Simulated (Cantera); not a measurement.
A perfectly stirred reactor is fed with 11.2 % CH4, 18.6 % O2, 70.0 % N2, 0.179 % H2, equivalence ratio 1.2, at 218 Torr; it is adiabatic with a 625 K inlet, and is followed from long to short residence time, starting on the burning branch (τ in s: 0.37, 0.14, 0.05, 0.018, 0.0068, 0.0025, 0.00092, 0.00034, 0.00012, 4.6e-05, 1.7e-05, 6.2e-06).

Cantera simulation using GRI-Mech 3.0 (53 species, 325 reactions); the numbers are that mechanism's predictions, not measurements.

x: mole fraction; the columns are a selection and need not sum to one.

```json
[
 {"τ (s)": "0.37", "T (K)": "2305", "x CH4": "2.18e-6", "x O2": "0.00118", "x H2O": "0.184", "x HCO": "3.78e-8", "x CO2": "0.0583"},
 {"τ (s)": "0.14", "T (K)": "2290", "x CH4": "4.64e-6", "x O2": "0.00157", "x H2O": "0.183", "x HCO": "8.24e-8", "x CO2": "0.0578"},
 {"τ (s)": "0.050", "T (K)": "2263", "x CH4": "[?]", "x O2": "[?]", "x H2O": "0.181", "x HCO": "[?]", "x CO2": "0.0570"},
 {"τ (s)": "0.018", "T (K)": "2221", "x CH4": "2.00e-5", "x O2": "0.00361", "x H2O": "0.177", "x HCO": "5.01e-7", "x CO2": "0.0558"},
 {"τ (s)": "0.0068", "T (K)": "2171", "x CH4": "4.19e-5", "x O2": "0.00516", "x H2O": "0.173", "x HCO": "1.21e-6", "x CO2": "0.0543"},
 {"τ (s)": "0.0025", "T (K)": "2117", "x CH4": "9.72e-5", "x O2": "0.00701", "x H2O": "0.169", "x HCO": "3.03e-6", "x CO2": "0.0526"},
 {"τ (s)": "0.00092", "T (K)": "2068", "x CH4": "0.000249", "x O2": "0.00932", "x H2O": "0.165", "x HCO": "7.87e-6", "x CO2": "0.0501"},
 {"τ (s)": "0.00034", "T (K)": "2017", "x CH4": "0.000730", "x O2": "0.0137", "x H2O": "0.163", "x HCO": "2.14e-5", "x CO2": "0.0450"},
 {"τ (s)": "0.00012", "T (K)": "625", "x CH4": "0.112", "x O2": "0.186", "x H2O": "<1e-12", "x HCO": "<1e-12", "x CO2": "<1e-12"},
 {"τ (s)": "4.6e-5", "T (K)": "625", "x CH4": "0.112", "x O2": "0.186", "x H2O": "<1e-12", "x HCO": "<1e-12", "x CO2": "<1e-12"},
 {"τ (s)": "1.7e-5", "T (K)": "625", "x CH4": "0.112", "x O2": "0.186", "x H2O": "<1e-12", "x HCO": "<1e-12", "x CO2": "<1e-12"},
 {"τ (s)": "6.2e-6", "T (K)": "625", "x CH4": "0.112", "x O2": "0.186", "x H2O": "<1e-12", "x HCO": "<1e-12", "x CO2": "<1e-12"}
]
```

Problem. Some entries are withheld; supply them.

Solution. 
- 0.050, x CH4: 9.69e-6
- 0.050, x O2: 0.00236
- 0.050, x HCO: 2.02e-7
